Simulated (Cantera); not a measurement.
A closed system holds: 1 mol Cr, 0.54 mol NH3, 390 mol H2.

These are equilibrium values from Cantera (NASA tables, ideal gas, pure condensed phases), not measurements of a reactor. Candidate condensed phases: Cr, CrN, Cr2N; 11 gas species. Mutual solubility and eutectic melting of coexisting phases are not modelled. The numbers say what is thermodynamically allowed, not how fast it happens.

Q: What condenses at these points (T in K, P in Pa): (898, 1000000); (873, 170000); (823, 28000); (848, 4600); (998, 770); (848, 0.60); (1048, 770)?

A: 
```tsv
T (K)	P in Pa	condensed phases	Cr condensed (%)
898	1000000	CrN + Cr2N	100.0
873	170000	CrN + Cr2N	100.0
823	28000	CrN + Cr2N	100.0
848	4600	Cr2N	100.0
998	770	Cr + Cr2N	100.0
848	0.60	Cr	100.0
1048	770	Cr	100.0
```
